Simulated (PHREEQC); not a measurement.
A solution holds 7.3 mmol/kgw H2SO4, 0.84 mmol/kgw FeCl3 and 6.4 mmol/kgw KCl, at 25 °C. Closed to the air; pH follows from the charge balance.

Equilibrium calculation in PHREEQC: ion-association model, wateq4f.dat.

This is a speciation only: nothing precipitates in the calculation.

Q: What pH, ionic strength does the model give?

A: pH 1.97; ionic strength 0.0235 mol/kgw.

Q: In which forms is S present?

A: SO4-2 53 %, HSO4- 35 %, FeSO4+ 9.1 %, KSO4- 1.3 %, Fe(SO4)2- 0.9 % of the S.

Examples of supersaturated solids here: Hematite (slow to form), Goethite (slow to form). Others may be too. Complexes and solids missing from the database can't appear.
